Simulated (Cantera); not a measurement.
What does this Cantera script print?

```python
import numpy as np
import cantera as ct

gas_names = [...]  # 45 gases of nasa_gas.yaml made of Al, Cl, H, N, O
cond_names = """
    AL(cr) AL(L) ALCL3(s) ALCL3(L) ALN(s) AL2O3(a) AL2O3(L) H2O(s) H2O(L) NH4CL(a) NH4CL(b)
""".split()


# ... load() reads the species with a 1 bar reference pressure and builds the phases ...
atoms = {
    'AlCl3': {'AL': 1, 'CL': 3},
    'N2': {'N': 2},
    'H2': {'H': 2},
    'H2O': {'H': 2, 'O': 1},
}
top_T = {'ALN(s)': 2750}  # K; cautious upper limits of use, not melting points


# ... equilibrate(T, P, feed) seeds the gas with the atoms and calls Mixture.equilibrate('TP', solver="vcs", rtol=1e-11, max_steps=5000) ...
results = []
T = 1175  # K
P = 3300  # Pa
for m in [1.8, 2.4, 3.2, 4.2, 5.5, 7.3, 9.7, 13, 17, 22, 30, 39]:
    feed = {'AlCl3': 1, 'N2': 0.97, 'H2': m, 'H2O': 3.2}  # mol
    mix = equilibrate(T, P, feed)
    results.append((T, P, feed, dict(zip(mix.species_names, mix.species_moles))))
    x = sorted(zip(gas.X, gas.species_names), reverse=True)
    print(f"T = {T:g} K  P = {P:g} Pa  n(H2) = {m:g} mol  gas = {mix.phase_moles(0):.4g} mol")
    print("   x: " + "  ".join(f"{s} {v:.3e}" for v, s in x if v > 0.0001))
    print("   condensed (mol): " + ("  ".join(f"{mix.phase(i).name} {mix.phase_moles(i):.4g}"
          for i in range(1, mix.n_phases) if mix.phase_moles(i) > 1e-12) or "none"))
```

Output:

```
T = 1175 K  P = 3300 Pa  n(H2) = 1.8 mol  gas = 7.47 mol
   x: HCL 4.016e-01  H2 2.410e-01  H2O 2.276e-01  N2 1.299e-01
   condensed (mol): AL2O3(a) 0.5
T = 1175 K  P = 3300 Pa  n(H2) = 2.4 mol  gas = 8.07 mol
   x: HCL 3.717e-01  H2 2.974e-01  H2O 2.107e-01  N2 1.202e-01
   condensed (mol): AL2O3(a) 0.5
T = 1175 K  P = 3300 Pa  n(H2) = 3.2 mol  gas = 8.87 mol
   x: H2 3.608e-01  HCL 3.382e-01  H2O 1.917e-01  N2 1.094e-01
   condensed (mol): AL2O3(a) 0.5
T = 1175 K  P = 3300 Pa  n(H2) = 4.2 mol  gas = 9.87 mol
   x: H2 4.255e-01  HCL 3.040e-01  H2O 1.722e-01  N2 9.828e-02
   condensed (mol): AL2O3(a) 0.5
T = 1175 K  P = 3300 Pa  n(H2) = 5.5 mol  gas = 11.17 mol
   x: H2 4.924e-01  HCL 2.686e-01  H2O 1.522e-01  N2 8.684e-02
   condensed (mol): AL2O3(a) 0.5
T = 1175 K  P = 3300 Pa  n(H2) = 7.3 mol  gas = 12.97 mol
   x: H2 5.628e-01  HCL 2.313e-01  H2O 1.311e-01  N2 7.479e-02
   condensed (mol): AL2O3(a) 0.5
T = 1175 K  P = 3300 Pa  n(H2) = 9.7 mol  gas = 15.37 mol
   x: H2 6.311e-01  HCL 1.952e-01  H2O 1.106e-01  N2 6.311e-02
   condensed (mol): AL2O3(a) 0.5
T = 1175 K  P = 3300 Pa  n(H2) = 13 mol  gas = 18.67 mol
   x: H2 6.963e-01  HCL 1.607e-01  H2O 9.106e-02  N2 5.195e-02
   condensed (mol): AL2O3(a) 0.5
T = 1175 K  P = 3300 Pa  n(H2) = 17 mol  gas = 22.67 mol
   x: H2 7.499e-01  HCL 1.323e-01  H2O 7.499e-02  N2 4.279e-02
   condensed (mol): AL2O3(a) 0.5
T = 1175 K  P = 3300 Pa  n(H2) = 22 mol  gas = 27.67 mol
   x: H2 7.951e-01  HCL 1.084e-01  H2O 6.144e-02  N2 3.506e-02
   condensed (mol): AL2O3(a) 0.5
T = 1175 K  P = 3300 Pa  n(H2) = 30 mol  gas = 35.67 mol
   x: H2 8.410e-01  HCL 8.410e-02  H2O 4.766e-02  N2 2.719e-02
   condensed (mol): AL2O3(a) 0.5
T = 1175 K  P = 3300 Pa  n(H2) = 39 mol  gas = 44.67 mol
   x: H2 8.731e-01  HCL 6.716e-02  H2O 3.806e-02  N2 2.171e-02
   condensed (mol): AL2O3(a) 0.5
```

These are equilibrium values from Cantera (NASA tables, ideal gas, pure condensed phases), not measurements of a reactor.
